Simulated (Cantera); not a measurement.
Cantera run:

```python
import numpy as np
import cantera as ct

gas_names = """
    C2H6 C6H6 H CH3
""".split()
cond_names = """
    TaC(s) TaC(L) Ta(cr) Ta(L)
""".split()


# ... load() reads the species with a 1 bar reference pressure and builds the phases ...
species = {s.name: s for s in load("nasa_gas.yaml", gas_names) + load("nasa_condensed.yaml", cond_names)}
# Each term lists the table entries of one substance; the one whose range holds T is used.
reactions = {
    '4 TaC + C2H6(g) = 4 Ta + C6H6(g)':
        [(-4, ['TaC(s)', 'TaC(L)']), (-1, ['C2H6']), (4, ['Ta(cr)', 'Ta(L)']), (1, ['C6H6'])],
    '6 H(g) + 6 TaC = C6H6(g) + 6 Ta':
        [(-6, ['H']), (-6, ['TaC(s)', 'TaC(L)']), (1, ['C6H6']), (6, ['Ta(cr)', 'Ta(L)'])],
    'TaC + 3 H(g) = CH3(g) + Ta':
        [(-1, ['TaC(s)', 'TaC(L)']), (-3, ['H']), (1, ['CH3']), (1, ['Ta(cr)', 'Ta(L)'])],
}


def pick(names, T):
    return next(species[n] for n in names if species[n].thermo.min_temp <= T <= species[n].thermo.max_temp)


results = []
for label, terms in reactions.items():
    print(label)
    print("     T/K   dH/kJ  dS/(J/K)   dG/kJ   log10 K")
    for T in [1723, 1748, 1773, 1798, 1823, 1848, 1873, 1898, 1923, 1948, 1973]:
        used = [(nu, pick(names, T)) for nu, names in terms]
        dH = sum(nu * s.thermo.h(T) for nu, s in used) / 1e6
        dS = sum(nu * s.thermo.s(T) for nu, s in used) / 1e3
        dG = dH - T * dS / 1e3
        logK = -dG * 1e6 / (ct.gas_constant * T * np.log(10))
        results.append((label, T, dH, dS, dG, logK, [s.name for _, s in used]))
        print(f"{T:8g} {dH:8.1f} {dS:8.1f} {dG:8.1f} {logK:8.2f}")
```

Output:

```
4 TaC + C2H6(g) = 4 Ta + C6H6(g)
     T/K   dH/kJ  dS/(J/K)   dG/kJ   log10 K
    1723    732.1     20.3    697.2   -21.14
    1748    731.9     20.1    696.7   -20.82
    1773    731.6     20.0    696.2   -20.51
    1798    731.4     19.8    695.7   -20.21
    1823    731.1     19.7    695.2   -19.92
    1848    730.8     19.5    694.8   -19.64
    1873    730.5     19.4    694.3   -19.36
    1898    730.2     19.2    693.8   -19.09
    1923    729.9     19.1    693.3   -18.83
    1948    729.6     18.9    692.8   -18.58
    1973    729.3     18.7    692.4   -18.33
6 H(g) + 6 TaC = C6H6(g) + 6 Ta
     T/K   dH/kJ  dS/(J/K)   dG/kJ   log10 K
    1723   -447.7   -553.6    506.0   -15.34
    1748   -448.7   -554.1    519.9   -15.54
    1773   -449.6   -554.6    533.7   -15.72
    1798   -450.5   -555.1    547.6   -15.91
    1823   -451.4   -555.6    561.5   -16.09
    1848   -452.2   -556.1    575.4   -16.26
    1873   -453.1   -556.6    589.3   -16.43
    1898   -454.0   -557.0    603.2   -16.60
    1923   -454.9   -557.5    617.1   -16.76
    1948   -455.8   -557.9    631.1   -16.92
    1973   -456.6   -558.4    645.0   -17.08
TaC + 3 H(g) = CH3(g) + Ta
     T/K   dH/kJ  dS/(J/K)   dG/kJ   log10 K
    1723   -401.7   -203.7    -50.7     1.54
    1748   -402.1   -204.0    -45.6     1.36
    1773   -402.6   -204.2    -40.5     1.19
    1798   -403.0   -204.5    -35.4     1.03
    1823   -403.5   -204.7    -30.2     0.87
    1848   -403.9   -205.0    -25.1     0.71
    1873   -404.4   -205.2    -20.0     0.56
    1898   -404.8   -205.5    -14.9     0.41
    1923   -405.2   -205.7     -9.7     0.26
    1948   -405.7   -205.9     -4.6     0.12
    1973   -406.1   -206.1      0.6    -0.02
```

Standard-state values (1 bar) from the NASA 1993 polynomials, evaluated with Cantera. TaC: taken at fixed stoichiometry. Condensed species are held in their standard states even where they would react or evaporate.
